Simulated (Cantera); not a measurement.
Mixture: CH₄ : O₂ : N₂ = 1 : 1 : 3.76 (molar parts), equivalence ratio 2.0, at 470000 Pa, adiabatic and at constant pressure. Ignition delay is the time to a rise of 400 K.

Cantera simulation using GRI-Mech 3.0 (53 species, 325 reactions); the numbers are that mechanism's predictions, not measurements.

| quantity | before | after |
|---|---|---|
| delay at 1125 K | 43.1 ms | 0.204 s |
| delay at 1325 K | 3.34 ms | 12.4 ms |
| delay at 1525 K | 0.380 ms | 1.21 ms |
| delay at 1725 K | 61.0 µs | 0.206 ms |
| apparent activation energy between 1625 and 1825 K | 200 kJ/mol | 180 kJ/mol |

Q: Name the change that produced these shifts.
A) pressure from 470000 Pa to 1000000 Pa
B) N2 3.76 to 4.8 parts
C) pressure from 470000 Pa to 101000 Pa
D) pressure from 470000 Pa to 500000 Pa

A: C, pressure from 470000 Pa to 101000 Pa
